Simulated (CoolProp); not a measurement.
Ammonia along the isobar 169 bar: fugacity coefficient from the reference equation and from simpler models built on Tc = 405.6 K, pc = 113.6 bar, ω = 0.256; each cubic takes its own stable root.

Model: reference Helmholtz-energy equation of state, Gao 2020, in CoolProp.

| T (K) | phase | reference |
|---|---|---|
| 292.5 | liquid | 0.05399 |
| 300.4 | liquid | 0.06774 |
| 308.4 | liquid | 0.08394 |
| 316.3 | liquid | 0.1023 |
| 324.3 | liquid | 0.1233 |
| 332.2 | liquid | 0.1465 |
| 340.2 | liquid | 0.1726 |
| 348.1 | liquid | 0.2007 |
| 356.1 | liquid | 0.2316 |
| 364 | liquid | 0.2643 |
| 372 | liquid | 0.2995 |
| 380 | liquid | 0.3366 |
| 387.9 | liquid | 0.3748 |
| 395.9 | liquid | 0.4147 |
| 403.8 | liquid | 0.4549 |

Q: How far does each simpler model (van der Waals, Soave-Redlich-Kwong, Peng-Robinson) lie from the reference over these 15 states: mean and median of the absolute difference, and the worst?

A: 
- van der Waals: mean 89.7 %, median 70.2 %, worst +234.0 % at 292.5 K and 169 bar
- Soave-Redlich-Kwong: mean 9.0 %, median 9.2 %, worst +9.7 % at 340.2 K and 169 bar
- Peng-Robinson: mean 4.3 %, median 4.5 %, worst +4.9 % at 332.2 K and 169 bar
